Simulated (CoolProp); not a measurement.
Octamethylcyclotetrasiloxane (D4) at 300 K and 4.32 MPa is throttled through a valve to 0.771 MPa with no heat exchange. Each further row changes one setting.

Computed with CoolProp (reference Helmholtz-energy equation of state, Thol 2015).

```csv
case,temperature change (K),final density (kg/m³)
as stated,+1.4,…
outlet pressure 0.231 MPa,…,…
outlet pressure 1 MPa,+1.4,…
```

Fill in the missing entries.


- as stated, final density (kg/m³): 948
- outlet pressure 0.231 MPa, temperature change (K): +1.7
- outlet pressure 0.231 MPa, final density (kg/m³): 947
- outlet pressure 1 MPa, final density (kg/m³): 949
